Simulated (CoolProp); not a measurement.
Diethyl ether along the isotherm 179.35 °C: density (kg/m³) from the reference equation and from simpler models built on Tc = 194.7 °C, pc = 3.717 MPa, ω = 0.282; each cubic takes its own stable root.

Model: reference Helmholtz-energy equation of state, Thol 2014, in CoolProp.

```
p (MPa)   phase  reference
-------  ------  ---------
0.0588      gas      1.165
0.0887      gas      1.764
0.134       gas      2.677
0.202       gas      4.065
0.304       gas      6.187
0.459       gas      9.509
0.693       gas      14.77
1.05        gas      23.50
1.58        gas      38.59
2.38        gas      70.69
3.59     liquid      452.7
5.41     liquid      483.5
8.17     liquid      509.5
12.3     liquid      534.3
18.6     liquid      559.8
```

Task: How far does each simpler model (van der Waals, Redlich-Kwong, Peng-Robinson) lie from the reference over these 15 states: mean and median of the absolute difference, and the worst?

Result: 
- van der Waals: mean 12.1 %, median 2.3 %, worst -38.1 % at 179.35 °C and 3.59 MPa
- Redlich-Kwong: mean 5.0 %, median 0.6 %, worst -21.2 % at 179.35 °C and 3.59 MPa
- Peng-Robinson: mean 1.5 %, median 0.7 %, worst -8.1 % at 179.35 °C and 3.59 MPa
